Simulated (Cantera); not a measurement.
Thermodynamics of silicon nitride deposition, feed trisilylamine + N₂

Charge: 1 mol trisilylamine, a varied amount of N₂, held at 1775 K and 0.100 bar.

Cantera equilibrium calculation (NASA polynomials, part measured and part estimated; ideal gas, pure solids and liquids). Candidate condensed phases: Si, Si₃N₄; 18 gas species. The feed counts by its element totals alone. Mutual solubility and eutectic melting of coexisting phases are not modelled. Gases not in the tables: Si₂H₆ and higher silanes. Kinetics and transport are ignored.

From 0.38 mol N₂ to 1.4 mol N₂ the condensed part is Si(l) + Si₃N₄(s). From 1.9 mol N₂ to 5.4 mol N₂ the condensed part is Si₃N₄(s). The main Si-bearing gas is SiH₂ at 0.38 mol N₂ and Si at 5.4 mol N₂.

| n(N₂) (mol) | x H₂ | x N₂ | x H | x SiH₂ | x Si | n Si(l) | n Si₃N₄(s) |
|---|---|---|---|---|---|---|---|
| 0.38 | 0.941 | 0.0582 | 0.000888 | 2.36e-5 | 2.20e-5 | 2.10 | 0.301 |
| 0.5 | 0.941 | 0.0582 | 0.000888 | 2.36e-5 | 2.20e-5 | 1.92 | 0.361 |
| 0.65 | 0.941 | 0.0582 | 0.000888 | 2.36e-5 | 2.20e-5 | 1.69 | 0.436 |
| 0.85 | 0.941 | 0.0582 | 0.000888 | 2.36e-5 | 2.20e-5 | 1.39 | 0.536 |
| 1.1 | 0.941 | 0.0582 | 0.000888 | 2.36e-5 | 2.20e-5 | 1.02 | 0.661 |
| 1.4 | 0.941 | 0.0582 | 0.000888 | 2.36e-5 | 2.20e-5 | 0.567 | 0.811 |
| 1.9 | 0.917 | 0.0816 | 0.000877 | 1.83e-5 | 1.75e-5 | 0 | 1.000 |
| 2.4 | 0.833 | 0.167 | 0.000835 | 1.03e-5 | 1.09e-5 | 0 | 1.000 |
| 3.2 | 0.725 | 0.274 | 0.000779 | 6.46e-6 | 7.81e-6 | 0 | 1.000 |
| 4.2 | 0.624 | 0.375 | 0.000723 | 4.52e-6 | 6.34e-6 | 0 | 1.000 |
| 5.4 | 0.535 | 0.464 | 0.000670 | 3.36e-6 | 5.50e-6 | 0 | 1.000 |
x: gas mole fraction; n: condensed amount in mol.
